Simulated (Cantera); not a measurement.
Feed: 1 mol MgO, 1.9 mol Cl₂, at 1327 °C.

These are equilibrium values from Cantera (NASA tables, ideal gas, pure condensed phases), not measurements of a reactor. Candidate condensed phases: Mg, MgCl₂, MgO; 11 gas species. Mutual solubility and eutectic melting of coexisting phases are not modelled. Equilibrium is a limit: real reactors are often held back by kinetics, nucleation or transport.

Question: Which condensed phases are stable at each of these points (P (Pa)): 1000, 3200, 10000, 32000, 100000, 320000, 1000000?

Answer: 
| P (Pa) | condensed phases | Mg condensed (%) |
|---|---|---|
| 1000 | gas only | 0.0 |
| 3200 | gas only | 0.0 |
| 10000 | gas only | 0.0 |
| 32000 | gas only | 0.0 |
| 100000 | MgO(s) | 4.4 |
| 320000 | MgCl₂(l) + MgO(s) | 52.6 |
| 1000000 | MgCl₂(l) | 87.8 |

From 10.0 mbar to 0.320 bar nothing is condensed. At 1.00 bar the condensed part is MgO(s). At 3.20 bar the condensed part is MgCl₂(l) + MgO(s). At 10.0 bar the condensed part is MgCl₂(l).
